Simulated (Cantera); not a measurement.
# Ignition delay

Mixture: CH₄ : O₂ : N₂ = 1 : 2.78 : 10.4 (molar parts), at 23300 Torr, adiabatic and at constant volume. Ignition delay is the time to a rise of 400 K.

Cantera simulation using GRI-Mech 3.0 (53 species, 325 reactions); the numbers are that mechanism's predictions, not measurements. The pressure lies above the range GRI-Mech 3.0 was tuned for (to about 10 atm).

```json
[
 {"T0 (K)": "1073", "delay (ms)": "6.83"},
 {"T0 (K)": "1123", "delay (ms)": "3.23"},
 {"T0 (K)": "1173", "delay (ms)": "1.64"},
 {"T0 (K)": "1223", "delay (ms)": "0.880"},
 {"T0 (K)": "1273", "delay (ms)": "0.496"},
 {"T0 (K)": "1323", "delay (ms)": "0.291"},
 {"T0 (K)": "1373", "delay (ms)": "0.176"},
 {"T0 (K)": "1423", "delay (ms)": "0.110"}
]
```

```yaml
apparent activation energy between 1323 and 1423 K: 150 kJ/mol
```
